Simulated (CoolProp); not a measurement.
c-C4F8 (RC318) at several states: Z from the reference equation and from simpler models built on Tc = 388.4 K, pc = 2.778 MPa, ω = 0.355; each cubic takes its own stable root.

Values from CoolProp's reference Helmholtz-energy equation of state, Platzer 1990. This equation is an older, rougher fit; its heat capacities, sound speeds and derivatives of the liquid may be far off and weren't checked against measurements.

```csv
T (K),p (MPa),phase,reference,van der Waals,Redlich-Kwong,Soave-Redlich-Kwong,Peng-Robinson
416.8,0.425,gas,0.9596,0.9606,0.9565,0.9588,0.9534
451.9,0.435,gas,0.9695,0.9672,0.9653,0.9695,0.9645
366.9,0.0192,gas,0.9972,0.9976,0.9972,0.9971,0.9968
245.3,0.15,liquid,0.008702,0.9513,0.009671,0.009217,0.008164
362.9,0.487,gas,0.9221,0.9351,0.9234,0.9200,0.9129
294.6,14.6,liquid,0.7510,1.108,0.8004,0.7767,0.6915
```

At some of these states van der Waals gives the other phase, because its saturation line lies elsewhere.
